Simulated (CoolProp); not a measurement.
Nitrous oxide along the isotherm -52.35 °C: fugacity coefficient from the reference equation and from simpler models built on Tc = 36.4 °C, pc = 7245 kPa, ω = 0.161; each cubic takes its own stable root.

The numbers come from the reference Helmholtz-energy equation of state, Lemmon 2006 in CoolProp. It is a short technical equation, of lower accuracy than the large ones.

| p (kPa) | phase | reference |
|---|---|---|
| 11.5 | gas | 0.9984 |
| 17.3 | gas | 0.9976 |
| 26.1 | gas | 0.9964 |
| 39.3 | gas | 0.9946 |
| 59.3 | gas | 0.9919 |
| 89.5 | gas | 0.9878 |
| 135 | gas | 0.9815 |
| 204 | gas | 0.9720 |
| 307 | gas | 0.9578 |
| 464 | gas | 0.9359 |
| 699 | liquid | 0.7771 |
| 1060 | liquid | 0.5164 |
| 1590 | liquid | 0.3482 |
| 2400 | liquid | 0.2347 |
| 3620 | liquid | 0.1597 |

Question: How far does each simpler model (van der Waals, Redlich-Kwong) lie from the reference over these 15 states: mean and median of the absolute difference, and the worst?

Answer: 
- van der Waals: mean 36.7 %, median 1.0 %, worst +153.3 % at -52.35 °C and 3620 kPa
- Redlich-Kwong: mean 7.9 %, median 0.4 %, worst +25.1 % at -52.35 °C and 3620 kPa

At some of these states van der Waals, Redlich-Kwong gives the other phase, because its saturation line lies elsewhere.
